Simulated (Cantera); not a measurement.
Charge: 1 mol N₂O, 0.1 mol H₂, held at 3050 °C and 101000 Pa.

Method: chemical equilibrium by Gibbs-energy minimisation in Cantera with the NASA 1993 tables (ideal gas, pure condensed phases). Candidate condensed phases: H₂O; 24 gas species. Kinetics and transport are ignored.

Base state: N₂ 0.556, O₂ 0.172, O 0.127, NO 0.0517, OH 0.0407, H 0.0281, H₂O 0.0185, H₂ 0.00532 (mole fractions); condensed: gas only.

Task: What changes in the equilibrium state with this change: temperature from 3050 °C to 2400 °C?

Result: 
| species | before | after |
|---|---|---|
| N₂ | 0.556 | 0.621 |
| O₂ | 0.172 | 0.259 |
| H₂O | 0.0185 | 0.0522 |
| O | 0.127 | 0.0163 |
| H | 0.0281 | 0.00185 |
| OH | 0.0407 | 0.0182 |
| NO | 0.0517 | 0.0301 |
| N | 6.78e-5 | 1.02e-6 |
| H₂ | 0.00532 | 0.00133 |
| HO₂ | 2.69e-5 | 1.86e-5 |

Task: What changes in the equilibrium state with this change: N₂O replaced by HBr?

Result: 
```tsv
species	before	after
Br	0	0.480
H₂	0.00532	0.213
H	0.0281	0.177
N₂	0.556	0
O₂	0.172	0
HBr	0	0.129
O	0.127	0
NO	0.0517	0
OH	0.0407	0
H₂O	0.0185	0
Br₂	0	0.000347
N	6.78e-5	0
HO₂	2.69e-5	0
NO₂	2.24e-5	0
```
Further candidate phases: Br₂.

Task: What changes in the equilibrium state with this change: temperature from 3050 °C to 502 °C?

Result: 
```csv
species,before,after
N₂,0.556,0.645
O₂,0.172,0.290
H₂O,0.0185,0.0645
O,0.127,<1e-9
OH,0.0407,<1e-9
H,0.0281,<1e-9
NO,0.0517,1.37e-6
H₂,0.00532,<1e-9
N,6.78e-5,<1e-9
HO₂,2.69e-5,<1e-9
NO₂,2.24e-5,6.65e-7
```
